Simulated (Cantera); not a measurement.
Thermodynamics of boron, boron nitride and boron oxide, feed BF3 + NH3 + H2

Feed: 1 mol BF3, 1.4 mol NH3, 36 mol H2, held at 2300 K and 23.0 mbar.

Equilibrium computed with Cantera from the NASA thermochemical tables; the gas is ideal and each condensed phase is pure. Candidate condensed phases: B, BN; 31 gas species. The tables' values for BF2, BH2 are old estimates; treat these amounts as uncertain. Equilibrium is a limit: real reactors are often held back by kinetics, nucleation or transport.

```json
{
  "x(H2)": "0.857",
  "x(H)": "0.0591",
  "x(HF)": "0.0431",
  "x(BF)": "0.0195",
  "x(N2)": "0.0167",
  "x(BF2)": "0.00389",
  "x(BF3)": "0.000315",
  "x(BHF2)": "0.000140",
  "x(BH2)": "1.80e-5",
  "gas_amount": "41.94 mol",
  "log10 activity of B(s) (absent)": "-1.99"
}
```
